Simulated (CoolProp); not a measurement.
Sulfur dioxide at several states: Z from the reference equation and from simpler models built on Tc = 430.6 K, pc = 7.887 MPa, ω = 0.256; each cubic takes its own stable root.

Computed with CoolProp (reference Helmholtz-energy equation of state, Gao 2016).

```tsv
T (K)	p (MPa)	phase	reference	Soave-Redlich-Kwong	Peng-Robinson
299.3	7.69	liquid	0.1435	0.1598	0.1414
223.9	0.1	liquid	0.002203	0.002481	0.002204
385.9	4.21	liquid	0.07923	0.09312	0.08219
321.2	1.43	liquid	0.02637	0.02958	0.02609
```
